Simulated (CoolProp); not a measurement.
Saturated liquid density (kg/m³) of normal hydrogen: the reference equation beside estimates from Tc = 33.1 K, pc = 1.296 MPa, ω = -0.219. Rackett uses Z = 0.29056 − 0.08775 ω.

The numbers come from the reference Helmholtz-energy equation of state, Leachman 2009 in CoolProp.

```csv
T (K),reference,Rackett,Soave-Redlich-Kwong,Peng-Robinson
20,71.26,75.28,79.47,89.45
21.7,69.27,72.69,75.85,(withheld)
23.5,66.91,69.76,71.70,80.78
25.3,64.23,66.54,67.13,75.62
27,61.31,(withheld),(withheld),70.14
28.8,57.59,58.98,56.50,63.43
30.6,52.74,53.74,49.44,55.22
32.3,45.33,46.16,40.08,44.31
```

**Question.** Fill in the missing entries.

**Answer.** 
- 21.7, Peng-Robinson: 85.43
- 27, Rackett: 63.15
- 27, Soave-Redlich-Kwong: 62.33

Absolute difference from the reference over all 8 rows, mean and median: Rackett 3.4 and 3.3 %, Soave-Redlich-Kwong 6.8 and 6.7 %, Peng-Robinson 14.9 and 16.1 %.
